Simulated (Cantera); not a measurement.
Charge: 1 mol NiS, a varied amount of H2, 15 mol N2, equilibrated at 750 K and 0.133 bar.

Equilibrium computed with Cantera from the NASA thermochemical tables; the gas is ideal and each condensed phase is pure. Candidate condensed phases: Ni, NiS, NiS2, Ni3S2, Ni3S4, S; 17 gas species. Rates play no part.

log p: log10 of the partial pressure in bar; n: condensed amount in mol.

| n(H2) (mol) | log p N2 | log p H2 | log p H2S | log p NH3 | n NiS(s) | n Ni3S2(s) |
|---|---|---|---|---|---|---|
| 0.49 | -0.89 | -2.82 | -2.57 | -6.97 | 0.0574 | 0.314 |
| 0.86 | -0.90 | [?] | -2.55 | [?] | 0 | 0.333 |
| 1.5 | -0.92 | -2.03 | -2.57 | -5.79 | 0 | 0.333 |
| 2.6 | -0.94 | -1.77 | -2.60 | -5.41 | 0 | 0.333 |
| 4.6 | -0.99 | -1.54 | -2.64 | -5.09 | 0 | 0.333 |
| 8.1 | [?] | [?] | [?] | [?] | 0 | 0.333 |
| 14 | -1.16 | -1.20 | -2.81 | -4.68 | 0 | 0.333 |
| 25 | -1.30 | -1.09 | -2.95 | -4.57 | 0 | 0.333 |

Task: What belongs in the gaps?

Result: 
- 8.1, log p N2: -1.06
- 8.1, log p H2: -1.35
- 8.1, log p H2S: -2.72
- 8.1, log p NH3: -4.85
- 0.86, log p H2: -2.35
- 0.86, log p NH3: -6.27
